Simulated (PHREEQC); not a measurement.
Consider water at 25 °C with 0.00621 mol HF and 0.43 mol NH4F per kg of water. Closed to the air; pH follows from the charge balance.

Model: ion-association model, phreeqc.dat, run in PHREEQC.

Task: The ionic strength comes out as 0.430 mol/kgw. What activity coefficients do HF2-, F-, NH4+, H+ get?

Result: HF2- 0.73, F- 0.64, NH4+ 0.61, H+ 0.77.

Precipitation was switched off in this run. Species that the database lacks are ignored.
